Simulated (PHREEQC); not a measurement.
**Metal-bearing waste water: speciation**

Solution (25 °C): 0.0034 mol/kgw NiSO4, 0.011 mol/kgw CuCl2 and 7.9e-05 mol/kgw NaH2PO4. Closed to the air; pH follows from the charge balance.

The numbers come from PHREEQC with the ion-association model, wateq4f.dat.

| Property | Value |
|---|---|
| pH | 4.79 |
| ionic strength | 0.0407 mol/kgw |

| species | molality | activity | log γ |
|---|---|---|---|
| Cl- | 0.0216 | 0.0179 | -0.083 |
| Cu+2 | 0.00968 | 0.00491 | -0.294 |
| Ni+2 | 0.00303 | 0.00146 | -0.318 |
| SO4-2 | 0.00209 | 0.00102 | -0.311 |
| CuSO4 | 0.00102 | 0.00103 | 0.004 |
| NiSO4 | 0.000288 | 0.000291 | 0.004 |
| CuCl+ | 0.000285 | 0.000236 | -0.081 |
| Na+ | 7.86e-5 | 6.56e-5 | -0.078 |
| NiCl+ | 7.85e-5 | 6.54e-5 | -0.079 |
| H2PO4- | 7.83e-5 | 6.58e-5 | -0.076 |
| H+ | 1.90e-5 | 1.64e-5 | -0.064 |
| Cu2(OH)2+2 | 8.13e-6 | 3.91e-6 | -0.318 |
| NiCl2 | 4.20e-6 | 4.24e-6 | 0.004 |
| CuOH+ | 3.61e-6 | 2.99e-6 | -0.081 |
| CuCl2 | 2.25e-6 | 2.27e-6 | 0.004 |
| HSO4- | 1.96e-6 | 1.63e-6 | -0.079 |

Precipitation was switched off in this run. Examples of supersaturated solids here: Atacamite, Antlerite. Others may be too. H3PO4, which wateq4f.dat lacks, is added to it with the constant of phreeqc.dat. The database has no phosphate complexes of Cu, Ni.
